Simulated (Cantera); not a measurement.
Input: 1 mol CH3SiH3, 0.38 mol CH4, 2.9 mol H2, at 10.0 mbar.

Equilibrium computed with Cantera from the NASA thermochemical tables; the gas is ideal and each condensed phase is pure. Candidate condensed phases: C, C6H6, C7H8, C8H18, Si, SiC; 87 gas species. The feed counts by its element totals alone. Gases not in the tables: Si2H6 and higher silanes. The numbers say what is thermodynamically allowed, not how fast it happens.

x: gas mole fraction; n: condensed amount in mol.

| T (K) | x H2 | x H | x Si | x C2H2 (acetylene) | n C(graphite) | n SiC(s) |
|---|---|---|---|---|---|---|
| 1898 | 0.992 | 0.00778 | (withheld) | 0.000373 | 0.375 | 1.000 |
| 1923 | 0.990 | 0.00937 | (withheld) | 0.000447 | 0.374 | 0.999 |
| 1948 | 0.988 | 0.0112 | (withheld) | 0.000533 | 0.374 | 0.999 |
| 1973 | 0.986 | 0.0134 | (withheld) | 0.000631 | 0.373 | 0.999 |
| 1998 | 0.983 | 0.0159 | (withheld) | 0.000745 | 0.372 | 0.998 |
| 2023 | 0.980 | 0.0188 | (withheld) | 0.000875 | 0.371 | 0.997 |
| 2048 | 0.976 | 0.0221 | (withheld) | 0.00102 | 0.370 | 0.996 |
| 2073 | 0.972 | 0.0259 | (withheld) | 0.00119 | 0.369 | 0.994 |
| 2098 | 0.967 | 0.0303 | (withheld) | 0.00138 | 0.368 | 0.992 |
| 2123 | 0.962 | 0.0352 | (withheld) | 0.00159 | 0.368 | 0.988 |
| 2148 | 0.955 | 0.0407 | (withheld) | 0.00183 | 0.369 | 0.983 |
| 2173 | 0.948 | 0.0470 | (withheld) | 0.00209 | 0.371 | 0.976 |
| 2198 | 0.939 | 0.0540 | (withheld) | 0.00238 | 0.374 | 0.966 |

Question: Fill in the missing entries.

Answer: 
- 1898, x Si: 4.53e-5
- 1923, x Si: 6.92e-5
- 1948, x Si: 0.000105
- 1973, x Si: 0.000156
- 1998, x Si: 0.000231
- 2023, x Si: 0.000339
- 2048, x Si: 0.000493
- 2073, x Si: 0.000709
- 2098, x Si: 0.00101
- 2123, x Si: 0.00143
- 2148, x Si: 0.00201
- 2173, x Si: 0.00279
- 2198, x Si: 0.00386
